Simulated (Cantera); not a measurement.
Input: 1 mol MgO, 1.5 mol CO, a varied amount of H2, held at 2475 K and 2.20 bar.

These are equilibrium values from Cantera (NASA tables, ideal gas, pure condensed phases), not measurements of a reactor. Candidate condensed phases: C, C6H6, C7H8, C8H18, H2O, Mg, MgCO3, MgO, Mg(OH)2; 116 gas species. The tables' values for MgH are old estimates; treat these amounts as uncertain. Kinetics and transport are ignored.

Task: At 1.8 mol H2, list the 6 most abundant gas species with their mole fractions, and the condensed phases.

Result: H2 0.494, CO 0.434, Mg 0.0298, H2O 0.0265, H 0.0107, CO2 0.00380. Condensed: MgO(s).
